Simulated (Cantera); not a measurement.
A closed system holds: 1 mol Fe(CO)5, 2.1 mol H2, 53 mol N2, held at 5.00 bar.

Method: chemical equilibrium by Gibbs-energy minimisation in Cantera with the NASA 1993 tables (ideal gas, pure condensed phases). Candidate condensed phases: C, C6H6, C7H8, C8H18, Fe, Fe(CO)5, FeO, Fe(OH)2, Fe(OH)3, Fe2O3, Fe3O4, H2O; 140 gas species. Condensed phases not in the tables: cementite and carbon dissolved in iron. Kinetics and transport are ignored. All values below are at 1125 K.

Base state: N2 0.884, CO 0.0789, H2 0.0338, CO2 0.00182, H2O 0.000859, CH4 0.000165 (mole fractions); condensed: C(graphite) + Fe(α).

Task: What changes in the equilibrium state with this change: 1 mol O2 added?

Result: 
```json
[
 {"species": "N2", "before": "0.884", "after": "0.882"},
 {"species": "CO", "before": "0.0789", "after": "0.0683"},
 {"species": "H2", "before": "0.0338", "after": "0.0282"},
 {"species": "CO2", "before": "0.00182", "after": "0.0148"},
 {"species": "H2O", "before": "0.000859", "after": "0.00673"},
 {"species": "CH4", "before": "0.000165", "after": "1.05e-5"},
 {"species": "C(graphite), mol", "before": "0.150", "after": "0"},
 {"species": "Fe(α), mol", "before": "1.00", "after": "0.296"},
 {"species": "FeO(s), mol", "before": "0", "after": "0.704"}
]
```
Mutual solubility and eutectic melting of coexisting phases are not modelled. The tables' stoichiometric FeO is somewhat more stable than real wüstite, so its field is too wide. FeO: taken at fixed stoichiometry.
